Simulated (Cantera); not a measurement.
What does this Cantera script print?

```python
import numpy as np
import cantera as ct

gas_names = """
    CL CL2 H HCL H2 N NH NH2 NH3 N2 N2H2 N2H4 Si SiCL SiCL2 SiCL3 SiCL4 SiH SiHCL3 SiH2 SiH2CL2 SiH3
    SiH3CL SiH4 SiN Si2 Si2N Si3
""".split()
cond_names = """
    NH4CL(a) NH4CL(b) Si(cr) Si(L) Si3N4(a)
""".split()


def load(file, names, dense=False):
    # The tables refer to 1 bar. Condensed volumes are neglected.
    table = {s.name: s for s in ct.Species.list_from_file(file)}
    out = []
    for n in names:
        d = dict(table[n].input_data)
        d["thermo"] = dict(d["thermo"], **{"reference-pressure": 1e5})
        if dense:
            d["equation-of-state"] = {"model": "constant-volume", "density": "1e6 g/cm^3"}
        out.append(ct.Species.from_dict(d))
    return out


gas = ct.Solution(thermo="ideal-gas", species=load("nasa_gas.yaml", gas_names))
cond = {s.name: ct.Solution(thermo="fixed-stoichiometry", species=[s], name=s.name)
        for s in load("nasa_condensed.yaml", cond_names, dense=True)}
atoms = {
    'SiCl4': {'Si': 1, 'CL': 4},
    'NH3': {'N': 1, 'H': 3},
    'H2': {'H': 2},
}
top_T = {'Si3N4(a)': 2400}  # K; cautious upper limits of use, not melting points


def equilibrate(T, P, feed):
    n = {}
    for name, mol in feed.items():
        for a, k in atoms[name].items():
            n[a] = n.get(a, 0.0) + k * mol
    gas.TPX = T, P, n
    mass = sum(n.values()) * gas.mean_molecular_weight
    gas.equilibrate("TP")
    valid = [c for c in cond.values() if c.min_temp <= T <= top_T.get(c.name, c.max_temp)]
    mix = ct.Mixture([(gas, mass / gas.mean_molecular_weight)] + [(c, 0.0) for c in valid])
    mix.T, mix.P = T, P
    mix.equilibrate("TP", solver="vcs", rtol=1e-11, max_steps=5000)
    return mix


results = []
feed = {'SiCl4': 1, 'NH3': 3.5, 'H2': 8.3}  # mol
P = 1333.22  # Pa
for T in [1500, 1550, 1600, 1650, 1700, 1750, 1800, 1850, 1900, 1950, 2000, 2050, 2100]:
    mix = equilibrate(T, P, feed)
    results.append((T, P, feed, dict(zip(mix.species_names, mix.species_moles))))

top = {s: max(r[3][s] / sum(r[3][g] for g in gas_names) for r in results) for s in gas_names}
cols = sorted((s for s in top if top[s] > 1e-06), key=lambda s: -top[s])[:9]
seen = [c for c in cond_names if any(r[3].get(c, 0) > 1e-12 for r in results)]
print("log10 of partial pressures in bar; condensed amounts in mol")
print(f"{'T/K':>10s}" + "".join(f"{s[:9]:>10s}" for s in cols + seen))
for T, P, feed, n in results:
    ng = sum(n[g] for g in gas_names)
    print(f"{T:10.4g}" + "".join(f"{np.log10(max(n[s] / ng * P / 1e5, 1e-99)):10.3f}" for s in cols)
          + "".join(f"{n.get(c, 0):10.4g}" for c in seen))
```

It prints:

```
log10 of partial pressures in bar; condensed amounts in mol
       T/K        H2       HCL        N2     SiCL2         H        Si        CL      SiCL     SiCL3     Si(L)  Si3N4(a)
      1500    -2.025    -2.596    -2.976    -3.559    -5.767    -8.876    -6.431    -7.597    -4.746         0     0.207
      1550    -2.022    -2.646    -2.945    -3.390    -5.513    -8.123    -6.234    -7.073    -4.763         0    0.1517
      1600    -2.019    -2.706    -2.913    -3.262    -5.274    -7.418    -6.063    -6.598    -4.823         0   0.09188
      1650    -2.016    -2.774    -2.885    -3.165    -5.050    -6.756    -5.913    -6.164    -4.914         0   0.03237
      1700    -2.015    -2.815    -2.870    -3.120    -4.839    -6.228    -5.748    -5.826    -5.022         0         0
      1750    -2.015    -2.814    -2.870    -3.121    -4.641    -5.853    -5.552    -5.590    -5.125         0         0
      1800    -2.016    -2.812    -2.871    -3.122    -4.454    -5.502    -5.366    -5.369    -5.223         0         0
      1850    -2.018    -2.805    -2.871    -3.131    -4.277    -5.191    -5.184    -5.174    -5.317   0.01268         0
      1900    -2.020    -2.797    -2.872    -3.142    -4.110    -4.899    -5.010    -4.993    -5.407    0.0225         0
      1950    -2.022    -2.791    -2.873    -3.154    -3.952    -4.623    -4.846    -4.822    -5.494    0.0231         0
      2000    -2.026    -2.786    -2.875    -3.167    -3.802    -4.361    -4.690    -4.661    -5.579  0.009016         0
      2050    -2.031    -2.775    -2.877    -3.191    -3.659    -4.138    -4.534    -4.527    -5.664         0         0
      2100    -2.037    -2.758    -2.880    -3.229    -3.525    -3.956    -4.379    -4.421    -5.752         0         0
```

These are equilibrium values from Cantera (NASA tables, ideal gas, pure condensed phases), not measurements of a reactor. The tables' values for SiCl, SiCl3, SiN are old estimates; treat these amounts as uncertain. Gases not in the tables: Si2H6 and higher silanes.
